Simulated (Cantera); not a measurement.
Feed: 1 mol SiO2, 0.092 mol C, 7 mol N2, held at 1750 K and 10000 Pa.

These are equilibrium values from Cantera (NASA tables, ideal gas, pure condensed phases), not measurements of a reactor. Candidate condensed phases: C, Si, SiC, SiO2, Si2N2O, Si3N4; 34 gas species. The tables hold silica as quartz up to 1696 K and as liquid above; real silica turns to tridymite and cristobalite and melts near 1996 K. Kinetics and transport are ignored.

Base state: N2 0.974, SiO 0.0128, CO 0.0128 (mole fractions); condensed: SiO2(condensed).

Task: What changes in the equilibrium state with this change: 0.01 mol NH3 added?

Result: 
```tsv
species	before	after
N2	0.974	0.972
SiO	0.0128	0.0128
CO	0.0128	0.0128
H2	0	0.00206
H	0	3.34e-5
SiO2(condensed), mol	0.908	0.908
```
Further candidate phases: C6H6, C7H8, C8H18, H2O.
